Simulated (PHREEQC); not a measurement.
## Phosphoric acid bath: speciation

Make-up at 25 °C: 2.6 mmol/kgw KH2PO4 and 2.3 mmol/kgw HF. Closed to the air; pH follows from the charge balance.

Model: ion-association model, phreeqc.dat, run in PHREEQC.

No solid was allowed to form.

Q: Estimate the pH.

A: pH 3.10.

Q: In which forms is P present?

A: H2PO4- 90 %, H3PO4 9.8 % of the P.
